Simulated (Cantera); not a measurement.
**Silicon nitride deposition: SiHCl₃ + NH₃ + N₂**

Charge: 1 mol SiHCl₃, 9.3 mol NH₃, 7.4 mol N₂, held at 1700 °C.

Method: chemical equilibrium by Gibbs-energy minimisation in Cantera with the NASA 1993 tables (ideal gas, pure condensed phases). Candidate condensed phases: NH₄Cl, Si, Si₃N₄; 28 gas species. The tables' values for SiCl, SiCl₃, SiN are old estimates; treat these amounts as uncertain. Gases not in the tables: Si₂H₆ and higher silanes. Kinetics and transport are ignored.

```tsv
P (Pa)	x H₂	x N₂	x H	x HCl	x Si	x SiCl₂	x Cl	n Si(l)	n Si₃N₄(s)
5	0.370	0.389	0.116	0.0748	0.0295	0.00174	0.0176	0	0
15	0.406	0.401	0.0703	0.0787	0.0268	0.00480	0.0102	0	0
45	0.433	0.410	0.0419	0.0750	0.0218	0.00995	0.00542	0	0
140	0.455	0.417	0.0243	0.0665	0.0154	0.0164	0.00266	0	0
410	0.469	0.423	0.0144	0.0619	0.00771	0.0202	0.00143	0.138	0
1200	0.476	0.427	0.00851	0.0631	0.00263	0.0207	0.000842	0.303	0
3700	0.480	0.429	0.00486	0.0637	0.000854	0.0209	0.000482	0.364	0
11000	0.482	0.429	0.00283	0.0639	0.000287	0.0210	0.000280	0.386	0
33000	0.487	0.424	0.00164	0.0670	8.40e-5	0.0200	0.000169	0	0.143
100000	0.483	0.422	0.000939	0.0798	1.33e-5	0.0137	0.000116	0	0.202
```
x: gas mole fraction; n: condensed amount in mol.

From 5.00 Pa to 140 Pa nothing is condensed. From 410 Pa to 11000 Pa the condensed part is Si(l). From 33000 Pa to 100000 Pa the condensed part is Si₃N₄(s). The main Si-bearing gas is Si at 5.00 Pa and SiCl₂ at 100000 Pa.
